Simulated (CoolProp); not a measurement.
Vapour-liquid equilibrium of propylene (1) + propane (2) at 8.72 bar; x and y are mole fractions of (1).

The numbers come from the multi-fluid Helmholtz-energy mixture model, Lemmon 2013 and Lemmon 2009; pair parameters Bell 2016 in CoolProp.

**Question.** Give the bubble temperature and the first vapour's composition at x = 0.2, 0.5, 0.8. Is there an azeotrope?

**Answer.** x = 0.2: 292.6 K, y = 0.234; x = 0.5: 290.1 K, y = 0.540; x = 0.8: 288.2 K, y = 0.818. No azeotrope shows between x = 0.05 and 0.95.

The pair parameters rest on a limited set of measurements; away from them the model extrapolates.
